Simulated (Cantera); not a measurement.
Cantera run:

```python
import numpy as np
import cantera as ct

gas_names = """
    F F2 H HF H2 H2F2 H3F3 H4F4 H5F5 H6F6 H7F7 N NF NF2 NF3 NH NH2 NH3 N2 N2H2 N2H4 Si SiF SiF2 SiF3
    SiF4 SiH SiHF3 SiH2 SiH2F2 SiH3 SiH3F SiH4 SiN Si2 Si2N Si3
""".split()
cond_names = """
    Si(cr) Si(L) Si3N4(a)
""".split()


def load(file, names, dense=False):
    # The tables refer to 1 bar. Condensed volumes are neglected.
    table = {s.name: s for s in ct.Species.list_from_file(file)}
    out = []
    for n in names:
        d = dict(table[n].input_data)
        d["thermo"] = dict(d["thermo"], **{"reference-pressure": 1e5})
        if dense:
            d["equation-of-state"] = {"model": "constant-volume", "density": "1e6 g/cm^3"}
        out.append(ct.Species.from_dict(d))
    return out


gas = ct.Solution(thermo="ideal-gas", species=load("nasa_gas.yaml", gas_names))
cond = {s.name: ct.Solution(thermo="fixed-stoichiometry", species=[s], name=s.name)
        for s in load("nasa_condensed.yaml", cond_names, dense=True)}
atoms = {
    'Si3N4': {'Si': 3, 'N': 4},
    'NF3': {'N': 1, 'F': 3},
    'N2': {'N': 2},
    'H2': {'H': 2},
}
top_T = {'Si3N4(a)': 2400}  # K; cautious upper limits of use, not melting points


def equilibrate(T, P, feed):
    n = {}
    for name, mol in feed.items():
        for a, k in atoms[name].items():
            n[a] = n.get(a, 0.0) + k * mol
    gas.TPX = T, P, n
    mass = sum(n.values()) * gas.mean_molecular_weight
    gas.equilibrate("TP")
    valid = [c for c in cond.values() if c.min_temp <= T <= top_T.get(c.name, c.max_temp)]
    mix = ct.Mixture([(gas, mass / gas.mean_molecular_weight)] + [(c, 0.0) for c in valid])
    mix.T, mix.P = T, P
    mix.equilibrate("TP", solver="vcs", rtol=1e-11, max_steps=5000)
    return mix


results = []
feed = {'Si3N4': 1, 'NF3': 18, 'N2': 4.3, 'H2': 0.035}  # mol
P = 9  # Pa
for T in [723, 923, 1123, 1323, 1523, 1723, 1923, 2123]:
    mix = equilibrate(T, P, feed)
    results.append((T, P, feed, dict(zip(mix.species_names, mix.species_moles))))

top = {s: max(r[3][s] / sum(r[3][g] for g in gas_names) for r in results) for s in gas_names}
cols = sorted((s for s in top if top[s] > 0.001), key=lambda s: -top[s])[:5]
seen = [c for c in cond_names if any(r[3].get(c, 0) > 1e-12 for r in results)]
print("log10 of partial pressures in bar; condensed amounts in mol")
print(f"{'T/K':>10s}" + "".join(f"{s[:9]:>10s}" for s in cols + seen))
for T, P, feed, n in results:
    ng = sum(n[g] for g in gas_names)
    print(f"{T:10.4g}" + "".join(f"{np.log10(max(n[s] / ng * P / 1e5, 1e-99)):10.3f}" for s in cols)
          + "".join(f"{n.get(c, 0):10.4g}" for c in seen))
```

It prints:

```
log10 of partial pressures in bar; condensed amounts in mol
       T/K         F        F2        N2      SiF4       NF3
       723    -4.863    -4.429    -4.491    -5.197    -6.672
       923    -4.222    -5.710    -4.632    -5.340   -10.706
      1123    -4.204    -7.336    -4.641    -5.349   -14.450
      1323    -4.204    -8.502    -4.641    -5.349   -17.093
      1523    -4.204    -9.366    -4.641    -5.349   -19.040
      1723    -4.204   -10.033    -4.641    -5.349   -20.533
      1923    -4.204   -10.563    -4.641    -5.349   -21.712
      2123    -4.204   -10.994    -4.641    -5.351   -22.666
```

Method: chemical equilibrium by Gibbs-energy minimisation in Cantera with the NASA 1993 tables (ideal gas, pure condensed phases). The tables' values for SiF3 are old estimates; treat these amounts as uncertain.
